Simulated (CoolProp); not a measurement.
Properties of R1336mzz(Z) along the isobar 9070 kPa.

The numbers come from the reference Helmholtz-energy equation of state, McLinden 2020 in CoolProp.

```tsv
T (°C)	phase	density (kg/m³)	cp (kJ/(kg K))	cv (kJ/(kg K))	Joule-Thomson coefficient (K/MPa)	fugacity coefficient
159.65	liquid	1020	1.449	1.073	0.3347	…
164.75	liquid	1002	1.462	1.079	0.3977	0.2626
169.95	liquid	982.7	1.476	1.084	0.4689	0.2792
175.15	supercritical	963.0	1.491	1.089	…	0.2961
180.25	supercritical	943.2	1.506	1.094	0.6339	0.3130
185.45	supercritical	922.3	1.521	1.100	0.7311	0.3303
190.65	supercritical	…	1.537	1.105	0.8388	0.3478
195.85	supercritical	878.6	1.554	…	0.9575	0.3654
200.95	supercritical	856.3	1.570	1.114	1.085	0.3828
206.15	supercritical	832.9	1.586	1.119	1.227	…
211.35	supercritical	809.0	…	1.124	1.379	0.4180
216.55	supercritical	784.6	1.614	1.128	1.541	0.4355
221.65	supercritical	760.3	1.626	…	1.707	0.4525
226.85	supercritical	735.4	1.634	1.135	…	0.4696
```

### Question
Some entries are withheld; supply them.

### Answer

- 159.65, fugacity coefficient: 0.2467
- 175.15, Joule-Thomson coefficient (K/MPa): 0.5479
- 190.65, density (kg/m³): 900.8
- 195.85, cv (kJ/(kg K)): 1.110
- 206.15, fugacity coefficient: 0.4004
- 211.35, cp (kJ/(kg K)): 1.601
- 221.65, cv (kJ/(kg K)): 1.132
- 226.85, Joule-Thomson coefficient (K/MPa): 1.882
